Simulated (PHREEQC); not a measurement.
PHREEQC input (ion-association model, phreeqc.dat):

```
SOLUTION 0
  temp 25
  units mmol/kgw
  pH 7 charge
  Cl 38.01
  Li 38
  O(0) 1 O2(g) -0.68
SOLUTION 1-40
  temp 25
  units mmol/kgw
  pH 7 charge
  Cl 89.17
  Cu(2) 0.58
  Sr 24
  Ca 20
  O(0) 1 O2(g) -0.68
END
EXCHANGE 1-40
  X 0.069
  -equilibrate 1
END
SELECTED_OUTPUT 1
  -reset false
  -pH true
  -pe true
  -ionic_strength true
  -water true
  -step true
  -totals Ca Cl Cu Li Sr Cu(1) Cu(2)
  -molalities CuX2 LiX SrX2 CaX2
PRINT
  -reset false
TRANSPORT
  -cells 40
  -shifts 240
  -lengths 0.025
  -time_step 60
  -dispersivities 0.08
  -boundary_conditions flux flux
  -correct_disp true
  -punch_cells 40
  -punch_frequency 8
END
```

Selected output (columns that matter, 26 of 31 rows; pore volumes added in front):

```
pore volumes	pH	mu	Ca	Cl	Cu	Li	Sr	m_CuX2	m_LiX	m_SrX2	m_CaX2
0	5.0665	0.13365	0.02	0.08917	0.00058	0	0.024	0.00022573	0	0.020812	0.013463
0.2125	5.0665	0.13365	0.02	0.08917	0.00058	7.1992e-08	0.024	0.00022573	7.2656e-09	0.020812	0.013463
0.4125	5.0666	0.13244	0.01978	0.088443	0.00057316	0.00025123	0.023738	0.00022556	2.549e-05	0.020805	0.013457
0.8125	5.0678	0.10148	0.01384	0.070626	0.00039319	0.0087952	0.016677	0.00021988	0.0010575	0.020527	0.013224
1.0125	5.0677	0.081084	0.0098395	0.0591	0.00027497	0.015052	0.011905	0.00021407	0.002127	0.020238	0.012985
1.2125	5.0667	0.065726	0.0067864	0.050525	0.0001863	0.020067	0.008251	0.00020706	0.0033775	0.019899	0.012705
1.4125	5.0656	0.055718	0.0047538	0.045039	0.00012817	0.023643	0.0058107	0.00019944	0.0046991	0.019541	0.01241
1.6125	5.0647	0.049636	0.0034699	0.041819	9.1905e-05	0.026156	0.0042648	0.00019177	0.0060124	0.019185	0.012117
2.0125	5.0637	0.043886	0.0021305	0.03906	5.4592e-05	0.029386	0.0026466	0.00017763	0.0084271	0.01853	0.011579
2.2125	5.0634	0.042571	0.0017703	0.038551	4.4682e-05	0.030491	0.00221	0.00017144	0.0094934	0.01824	0.011342
2.4125	5.0633	0.041731	0.001513	0.038286	3.7651e-05	0.03138	0.0018976	0.00016582	0.010467	0.017975	0.011125
2.6125	5.0633	0.041165	0.0013214	0.03815	3.2447e-05	0.032104	0.0016644	0.00016072	0.011357	0.017733	0.010928
2.8125	5.0633	0.040764	0.0011735	0.038081	2.8455e-05	0.032699	0.0014842	0.00015608	0.012173	0.01751	0.010747
3.2125	5.0632	0.040233	0.00096045	0.038028	2.2755e-05	0.033604	0.0012238	0.00014794	0.01362	0.017115	0.010427
3.4125	5.0632	0.040045	0.00088123	0.038019	2.0654e-05	0.033952	0.0011267	0.00014434	0.014267	0.016938	0.010284
3.6125	5.0632	0.039891	0.00081449	0.038015	1.8894e-05	0.034248	0.0010447	0.000141	0.014872	0.016772	0.01015
3.8125	5.0632	0.03976	0.0007575	0.038012	1.7399e-05	0.034503	0.00097463	0.00013788	0.01544	0.016617	0.010025
4.0125	5.0632	0.039648	0.00070827	0.038011	1.6114e-05	0.034724	0.00091399	0.00013496	0.015975	0.01647	0.0099073
4.4125	5.0632	0.039465	0.00062748	0.03801	1.402e-05	0.035089	0.00081426	0.00012964	0.016962	0.016199	0.0096902
4.6125	5.0632	0.039389	0.00059392	0.03801	1.3157e-05	0.035241	0.00077274	0.00012719	0.017419	0.016074	0.0095897
4.8125	5.0632	0.039321	0.00056393	0.03801	1.2388e-05	0.035376	0.0007356	0.00012487	0.017855	0.015954	0.0094939
5.0125	5.0632	0.03926	0.00053697	0.03801	1.1701e-05	0.035498	0.00070216	0.00012266	0.018272	0.015839	0.0094023
5.2125	5.0632	0.039204	0.00051259	0.03801	1.1082e-05	0.035609	0.00067189	0.00012056	0.018672	0.015729	0.0093146
5.6125	5.0632	0.039108	0.00047021	0.03801	1.0012e-05	0.035801	0.00061919	0.00011663	0.019426	0.015521	0.0091493
5.8125	5.0632	0.039066	0.00045167	0.03801	9.5461e-06	0.035885	0.00059609	0.00011478	0.019783	0.015423	0.0090713
6.0125	5.0632	0.039028	0.0004346	0.03801	9.1194e-06	0.035963	0.0005748	0.00011301	0.020127	0.015328	0.0089959
```

Complexes and solids missing from the database can't appear.
